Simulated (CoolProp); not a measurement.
R113 along the isotherm 500 K: density (kg/m³) from the reference equation and from simpler models built on Tc = 487.2 K, pc = 33.92 bar, ω = 0.253; each cubic takes its own stable root.

Values from CoolProp's reference Helmholtz-energy equation of state, Marx 1992.

```csv
p (bar),phase,reference
1.21,gas,5.515
2.42,gas,11.16
3.63,gas,16.93
4.85,gas,22.90
6.06,gas,28.97
7.27,gas,35.21
8.48,gas,41.61
9.69,gas,48.20
10.9,gas,54.99
12.1,gas,61.94
13.3,gas,69.11
14.5,gas,76.53
15.7,gas,84.22
17,gas,92.89
```

Q: How far does each simpler model (ideal gas, Redlich-Kwong, Soave-Redlich-Kwong, Peng-Robinson) lie from the reference over these 14 states: mean and median of the absolute difference, and the worst?

A: 
- ideal gas: mean 9.0 %, median 8.8 %, worst -17.5 % at 500 K and 17 bar
- Redlich-Kwong: mean 0.2 %, median 0.2 %, worst +0.4 % at 500 K and 17 bar
- Soave-Redlich-Kwong: mean 0.1 %, median 0.1 %, worst +0.1 % at 500 K and 10.9 bar
- Peng-Robinson: mean 1.1 %, median 1.1 %, worst +2.2 % at 500 K and 17 bar
